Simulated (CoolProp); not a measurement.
A closed Brayton cycle with carbon dioxide: compressor inlet 311.15 K and 9.2 MPa, high pressure 28.2 MPa, turbine inlet 940 K, compressor efficiency 0.85, turbine efficiency 0.85, recuperator effectiveness 0.95 (on enthalpy, no pinch check). Each further row changes one setting.

Values from CoolProp's reference Helmholtz-energy equation of state, Span 1996.

```
case                           thermal efficiency (%)  net work (kJ/kg)  compressor to turbine work  compressor exit (K)  turbine exit (K)
-----------------------------  ----------------------  ----------------  --------------------------  -------------------  ----------------
as stated                                        40.4               127                        0.20                350.4             802.7
turbine inlet 890 K                                 …               117                           …                350.4                 …
compressor inlet 321.15 K                        39.0               109                           …                    …             802.7
high pressure 24 MPa                                …               112                        0.19                    …             821.8
recuperator effectiveness 0.5                    22.7               127                        0.20                350.4             802.7
```

Task: What belongs in the gaps?

Result: 
- turbine inlet 890 K, thermal efficiency (%): 38.9
- turbine inlet 890 K, compressor to turbine work: 0.22
- turbine inlet 890 K, turbine exit (K): 757.3
- compressor inlet 321.15 K, compressor to turbine work: 0.31
- compressor inlet 321.15 K, compressor exit (K): 399.8
- high pressure 24 MPa, thermal efficiency (%): 38.8
- high pressure 24 MPa, compressor exit (K): 343.9
